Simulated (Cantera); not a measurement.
Charge: 1 mol CO2, 0.49 mol H2, at 2425 °C and 1 atm.

Method: chemical equilibrium by Gibbs-energy minimisation in Cantera with the NASA 1993 tables (ideal gas, pure condensed phases). Candidate condensed phases: C, C6H6, C7H8, C8H18, H2O; 110 gas species. Rates play no part.

Base state: CO2 0.338, CO 0.313, H2O 0.267, H2 0.0367, OH 0.0200, O2 0.0110, H 0.0107, O 0.00373 (mole fractions); condensed: gas only.

Task: What changes in the equilibrium state with this change: H2 from 0.49 to 1.8 mol?

Result: 
```json
[
 {"species": "H2", "before": "0.0367", "after": "0.312"},
 {"species": "CO", "before": "0.313", "after": "0.306"},
 {"species": "H2O", "before": "0.267", "after": "0.298"},
 {"species": "CO2", "before": "0.338", "after": "0.0435"},
 {"species": "O2", "before": "0.0110", "after": "0.000188"},
 {"species": "H", "before": "0.0107", "after": "0.0313"},
 {"species": "OH", "before": "0.0200", "after": "0.00764"},
 {"species": "O", "before": "0.00373", "after": "0.000488"}
]
```
